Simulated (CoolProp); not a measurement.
Oxygen at 293.15 K and 0.32 MPa is throttled through a valve to 0.0639 MPa with no heat exchange. Each further row changes one setting.

Computed with CoolProp (reference Helmholtz-energy equation of state, Schmidt 1985).

```
case                        temperature change (K)  final density (kg/m³)
--------------------------  ----------------------  ---------------------
as stated                                     -0.7                    ___
outlet pressure 0.0192 MPa                     ___                    ___
outlet pressure 0.0831 MPa                    -0.7                   1.09
```

Task: What belongs in the gaps?

Result: 
- as stated, final density (kg/m³): 0.841
- outlet pressure 0.0192 MPa, temperature change (K): -0.8
- outlet pressure 0.0192 MPa, final density (kg/m³): 0.253
